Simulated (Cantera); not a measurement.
## Hydrocarbon pyrolysis for carbon deposition

An isothermal, constant-pressure homogeneous reactor starts with CH4 : N2 = 1 : 5.3 (molar parts), at 1898 K and 101000 Pa.

Detailed kinetics in Cantera: GRI-Mech 3.0 (53 species, 325 reactions). GRI-Mech 3.0 stops at C3 and has no aromatics, soot or wall deposition, so with more carbon than oxygen in the feed, carbon stays in small species such as C2H2 where larger ones or solid carbon would form.

```csv
t (s),x CH4,x H,x C2H,x C2H4,x HCN
1.00e-5,0.158,3.80e-6,<1e-12,4.34e-6,1.04e-11
2.85e-5,0.157,6.55e-6,9.01e-11,0.000102,1.68e-10
8.11e-5,0.150,2.45e-5,8.17e-9,0.00171,4.39e-9
0.000231,0.118,0.000102,2.18e-7,0.00914,1.23e-7
0.000658,0.0693,0.000189,7.56e-7,0.00350,6.93e-7
0.00187,0.0336,0.000261,1.11e-6,0.000704,1.85e-6
0.00534,0.0133,0.000313,1.35e-6,0.000233,3.67e-6
0.0152,0.00469,0.000340,1.46e-6,0.000174,5.78e-6
0.0433,0.00170,0.000350,1.51e-6,0.000171,7.97e-6
0.123,0.000822,0.000353,1.52e-6,0.000172,1.06e-5
0.351,0.000706,0.000353,1.52e-6,0.000172,1.61e-5
1.00,0.000705,0.000353,1.52e-6,0.000172,3.34e-5
```
x: mole fraction; the columns are a selection and need not sum to one.

Equilibrium at this temperature and pressure: CH4 0.000433, H 0.000354, C2H 5.68e-7, C2H4 6.42e-5, HCN 0.0857 (gas phase only).
